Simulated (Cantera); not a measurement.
Source: NASA polynomial tables (part measured, part estimated), evaluated in Cantera. Values are per mole of reaction as written; species without (g) are pure solids or liquids, kept so even where they would boil at 1 bar.

S + 2 Na ⇌ Na₂S

| T (K) | ΔH° (kJ) | ΔS° (J/K) | ΔG° (kJ) | log10 K | condensed phases |
|---|---|---|---|---|---|
| 300 | ___ | ___ | ___ | ___ | S(s), Na(s), Na₂S(s) |
| 448 | ___ | ___ | ___ | ___ | S(l), Na(l), Na₂S(s) |
| 548 | ___ | ___ | ___ | ___ | S(l), Na(l), Na₂S(s) |
| 648 | -376.8 | -64.8 | -334.8 | 26.99 | S(l), Na(l), Na₂S(s) |
| 748 | -376.9 | -64.9 | -328.3 | 22.93 | S(l), Na(l), Na₂S(s) |
| 848 | -376.8 | -64.8 | -321.8 | 19.82 | S(l), Na(l), Na₂S(s) |
| 948 | -376.8 | -64.8 | -315.4 | 17.38 | S(l), Na(l), Na₂S(s) |
| 1048 | -376.5 | -64.5 | -308.9 | 15.40 | S(l), Na(l), Na₂S(s) |

**Question.** What belongs in the gaps?

**Answer.** 
- 300, ΔH° (kJ): -366.1
- 300, ΔS° (J/K): -38.4
- 300, ΔG° (kJ): -354.6
- 300, log10 K: 61.74
- 448, ΔH° (kJ): -374.3
- 448, ΔS° (J/K): -60.1
- 448, ΔG° (kJ): -347.4
- 448, log10 K: 40.51
- 548, ΔH° (kJ): -375.9
- 548, ΔS° (J/K): -63.3
- 548, ΔG° (kJ): -341.2
- 548, log10 K: 32.52
